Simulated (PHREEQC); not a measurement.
**Spent oxide etchant: speciation**

Dissolve 1.3 mmol/kgw NH4HF2, 130 mmol/kgw (NH4)2SiF6 and 0.61 mmol/kgw H2SO4 at 25 °C. Closed to the air; pH follows from the charge balance.

All values are PHREEQC results (ion-association model, phreeqc.dat), not measurements.

Each row changes one thing in this solution. No solid was allowed to form.

```csv
case,pH,ionic strength (mol/kgw),HF (mol/kgw),F- (mol/kgw),HF2- (mol/kgw),NH3 (mol/kgw)
as made,2.92,0.393,0.00270,0.00251,2.54e-5,6.95e-8
(NH4)2SiF6 replaced by NH4Br at the same molality,3.02,0.133,0.00132,0.00127,6.39e-6,5.42e-8
0.17 mol/kgw TMAH added,6.46,0.519,7.44e-5,0.253,6.99e-5,0.000221
diluted 5-fold with water,3.10,0.0787,0.00203,0.00221,1.72e-5,2.80e-8
H2SO4 left out,3.11,0.392,0.00228,0.00329,2.81e-5,1.08e-7
0.0022 mol/kgw HBr added,2.64,0.394,0.00338,0.00166,2.10e-5,3.67e-8
(NH4)2SiF6 from 0.13 to 0.065 mol/kgw,2.94,0.198,0.00264,0.00229,2.30e-5,4.29e-8
```

Some of these states are supersaturated (in Quartz (slow to form), Chalcedony (slow to form), SiO2(a), for instance). (CH3)4N+ isn't in the database: it is added as a free cation with an ion size of 4 Å. SiF6-2 is the database's only silicon fluoride.
